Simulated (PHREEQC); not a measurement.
Make-up at 20 °C: 0.002 mol HF and 3.5e-05 mol MgCl2 per kg of water. Closed to the air; pH follows from the charge balance.

Equilibrium calculation in PHREEQC: ion-association model, phreeqc.dat.

This is a speciation only: nothing precipitates in the calculation.

**Question.** Order these F species by the share of F that they hold, largest first: HF, HF2-, F-.

**Answer.** HF (54 %), F- (46 %), HF2- (0.36 %)

The pH is 3.05 and the ionic strength 0.00102 mol/kgw.
